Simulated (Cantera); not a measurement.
An adiabatic, constant-pressure homogeneous reactor starts with CH₄ : C₂H₆ : C₃H₈ : O₂ : N₂ = 1 : 0.13 : 0.27 : 6.56 : 24.7 (molar parts), at 1798 K and 188 Torr. Integrator tolerance rtol = 1e-08.

Computed with Cantera and GRI-Mech 3.0 (53 species, 325 reactions). GRI-Mech 3.0 was tuned for natural gas; its chemistry of propane as a main component is partial and can be far from experiment.

Task: What does this change do: pressure from 188 Torr to 5100 Torr?

Result: 
| quantity | before | after |
|---|---|---|
| time of steepest temperature rise | 59.5 µs | 4.44 µs |
| temperature at 0.300 s | 2581 K | 2754 K |
| equilibrium temperature | 2581 K | 2754 K |
| x(CH₄) at 0.300 s | <1e-12 (gas-phase equilibrium <1e-12) | <1e-12 (gas-phase equilibrium <1e-12) |
| x(C₂H₆) at 0.300 s | <1e-12 (gas-phase equilibrium <1e-12) | <1e-12 (gas-phase equilibrium <1e-12) |
| x(C₃H₈) at 0.300 s | <1e-12 (gas-phase equilibrium <1e-12) | <1e-12 (gas-phase equilibrium <1e-12) |
| x(CO) at 0.300 s | 0.0177 (gas-phase equilibrium 0.0177) | 0.00935 (gas-phase equilibrium 0.00935) |
| x(HCO) at 0.300 s | 2.94e-9 (gas-phase equilibrium 2.94e-9) | 8.49e-9 (gas-phase equilibrium 8.49e-9) |
| x(C₂H) at 0.300 s | <1e-12 (gas-phase equilibrium <1e-12) | <1e-12 (gas-phase equilibrium <1e-12) |
| x(NO) at 0.300 s | 0.0152 (gas-phase equilibrium 0.0152) | 0.0196 (gas-phase equilibrium 0.0196) |
